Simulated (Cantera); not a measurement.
What does this Cantera script print?

```python
import numpy as np
import cantera as ct

surf = ct.Interface("ptcombust.yaml", "Pt_surf")
gas = surf.adjacent["gas"]
gas.TPX = 300, 16000, {'CH4': 0.022, 'O2': 0.057, 'N2': 0.79}
jet = ct.ImpingingJet(gas=gas, width=0.082, surface=surf)
jet.inlet.mdot, jet.inlet.T, jet.inlet.X = 0.024, 300, {'CH4': 0.022, 'O2': 0.057, 'N2': 0.79}
jet.set_refine_criteria(ratio=10, slope=0.2, curve=0.3)
show, cover = ['CH4', 'O2', 'H2O', 'OH', 'CO', 'CO2'], ["PT(S)", "H(S)", "O(S)", "OH(S)", "CO(S)", "C(S)"]

rows = []
print(f"{'Ts/K':>7s}" + "".join(f"{s:>11s}" for s in show + cover) + "   (gas at the wall, coverages)")
for i, Ts in enumerate([900, 950, 1000, 1050, 1100]):
    jet.surface.T = Ts
    if i == 0:
        surf.TP = Ts, 16000
        surf.coverages = "PT(S):0.5, O(S):0.5"
        surf.advance_coverages(1.0)
        jet.set_initial_guess(products="inlet")
    jet.solve(loglevel=0, auto=(i == 0))
    rows.append([*(jet.X[gas.species_index(s), -1] for s in show), *surf[cover].coverages])
    print(f"{Ts:7g}" + "".join(f"{x:11.3e}" for x in rows[-1]))
```

Output:

```
   Ts/K        CH4         O2        H2O         OH         CO        CO2      PT(S)       H(S)       O(S)      OH(S)      CO(S)       C(S)   (gas at the wall, coverages)
    900  6.486e-03  2.576e-02  3.512e-02  2.634e-08  2.816e-06  2.297e-02  2.470e-01  1.720e-07  7.509e-01  2.142e-03  9.287e-06  3.302e-08
    950  3.890e-03  2.031e-02  3.984e-02  7.356e-08  2.399e-06  2.611e-02  3.308e-01  4.022e-07  6.671e-01  2.032e-03  5.712e-06  2.733e-08
   1000  2.576e-03  1.756e-02  4.218e-02  1.848e-07  2.197e-06  2.767e-02  4.116e-01  7.947e-07  5.865e-01  1.820e-03  3.566e-06  2.228e-08
   1050  1.849e-03  1.606e-02  4.343e-02  4.223e-07  2.148e-06  2.851e-02  4.880e-01  1.412e-06  5.104e-01  1.587e-03  2.329e-06  1.853e-08
   1100  1.413e-03  1.519e-02  4.413e-02  8.863e-07  2.212e-06  2.899e-02  5.596e-01  2.337e-06  4.390e-01  1.363e-03  1.603e-06  1.588e-08
```

Detailed kinetics in Cantera: Deutschmann's 1995 Pt surface mechanism with GRI-Mech 3.0 gas chemistry. Catalytic surfaces can have several steady states; this one follows from the mechanism file's or the stated starting coverage.
